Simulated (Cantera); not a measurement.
What does this Cantera script print?

```python
import numpy as np
import cantera as ct

gas_names = """
    CL CL2 H HCL H2 N NH NH2 NH3 N2 N2H2 N2H4 Si SiCL SiCL2 SiCL3 SiCL4 SiH SiHCL3 SiH2 SiH2CL2 SiH3
    SiH3CL SiH4 SiN Si2 Si2N Si3
""".split()
cond_names = """
    NH4CL(a) NH4CL(b) Si(cr) Si(L) Si3N4(a)
""".split()


def load(file, names, dense=False):
    # The tables refer to 1 bar. Condensed volumes are neglected.
    table = {s.name: s for s in ct.Species.list_from_file(file)}
    out = []
    for n in names:
        d = dict(table[n].input_data)
        d["thermo"] = dict(d["thermo"], **{"reference-pressure": 1e5})
        if dense:
            d["equation-of-state"] = {"model": "constant-volume", "density": "1e6 g/cm^3"}
        out.append(ct.Species.from_dict(d))
    return out


gas = ct.Solution(thermo="ideal-gas", species=load("nasa_gas.yaml", gas_names))
cond = {s.name: ct.Solution(thermo="fixed-stoichiometry", species=[s], name=s.name)
        for s in load("nasa_condensed.yaml", cond_names, dense=True)}
atoms = {
    'SiHCl3': {'Si': 1, 'H': 1, 'CL': 3},
    'NH3': {'N': 1, 'H': 3},
    'N2': {'N': 2},
}
top_T = {'Si3N4(a)': 2400}  # K; cautious upper limits of use, not melting points


def equilibrate(T, P, feed):
    n = {}
    for name, mol in feed.items():
        for a, k in atoms[name].items():
            n[a] = n.get(a, 0.0) + k * mol
    gas.TPX = T, P, n
    mass = sum(n.values()) * gas.mean_molecular_weight
    gas.equilibrate("TP")
    valid = [c for c in cond.values() if c.min_temp <= T <= top_T.get(c.name, c.max_temp)]
    mix = ct.Mixture([(gas, mass / gas.mean_molecular_weight)] + [(c, 0.0) for c in valid])
    mix.T, mix.P = T, P
    mix.equilibrate("TP", solver="vcs", rtol=1e-11, max_steps=5000)
    return mix


results = []
feed = {'SiHCl3': 1, 'NH3': 7.9, 'N2': 14}  # mol
T = 1200  # K
P = 133.322  # Pa
mix = equilibrate(T, P, feed)
results.append((T, P, feed, dict(zip(mix.species_names, mix.species_moles))))
print(gas.report(threshold=1e-05))
for i in range(1, mix.n_phases):
    print(f"{mix.phase(i).name:16s} {mix.phase_moles(i):12.5e} mol")
```

Output:

```
       temperature   1200 K
          pressure   133.32 Pa
           density   0.00026419 kg/m^3
  mean mol. weight   19.771 kg/kmol
   phase of matter   gas

                          1 kg             1 kmol
                     ---------------   ---------------
          enthalpy         9.456e+05        1.8696e+07  J
   internal energy        4.4096e+05        8.7183e+06  J
           entropy             13892        2.7465e+05  J/K
    Gibbs function       -1.5724e+07       -3.1089e+08  J
 heat capacity c_p            1652.1             32664  J/K
 heat capacity c_v            1231.5             24349  J/K

                      mass frac. Y      mole frac. X     chem. pot. / RT
                     ---------------   ---------------   ---------------
               HCL           0.17721          0.096099           -42.974
                H2          0.035547           0.34861           -25.652
                N2           0.78664           0.55518           -32.563
             SiCL2          0.000357        7.1307e-05            -71.13
             SiCL3        8.1984e-05        1.2057e-05           -101.28
             SiCL4        0.00015365        1.7882e-05           -131.43
     [  +22 minor]        1.3771e-05        5.7808e-06

Si(cr)            0.00000e+00 mol
Si3N4(a)          3.32264e-01 mol
```

These are equilibrium values from Cantera (NASA tables, ideal gas, pure condensed phases), not measurements of a reactor. The tables' values for SiCl3 are old estimates; treat these amounts as uncertain.
